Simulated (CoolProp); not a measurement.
Vapour-liquid equilibrium of chloromethane (R40) (1) + isobutene (2) at 0.375 MPa; x and y are mole fractions of (1).

The numbers come from the multi-fluid Helmholtz-energy mixture model, Thol 2014 and Lemmon 2005; pair parameters Bell 2016 in CoolProp.

```
x     bubble temperature, mixture model (K)  bubble temperature, Raoult's law (K)  y, mixture model  y, Raoult's law
----  -------------------------------------  ------------------------------------  ----------------  ---------------
0.05                                  303.0                                 303.7             0.101            0.090
0.15                                  299.4                                 300.9             0.265            0.250
0.25                                  296.5                                 298.3             0.395            0.387
0.35                                  294.0                                 296.0             0.503            0.505
0.45                                  292.0                                 293.8             0.596            0.609
0.55                                  290.2                                 291.8             0.679            0.700
0.65                                  288.6                                 289.9             0.756            0.780
0.75                                  287.2                                 288.1             0.828            0.852
0.85                                  285.9                                 286.4             0.898            0.916
0.95                                  284.6                                 284.8             0.966            0.973
```

The largest gap from Raoult's law is -2.0 K in bubble temperature, at x = 0.35. No azeotrope shows between x = 0.05 and 0.95.

Pair parameters are fitted to limited data, so mixtures are less certain than the pure fluids.
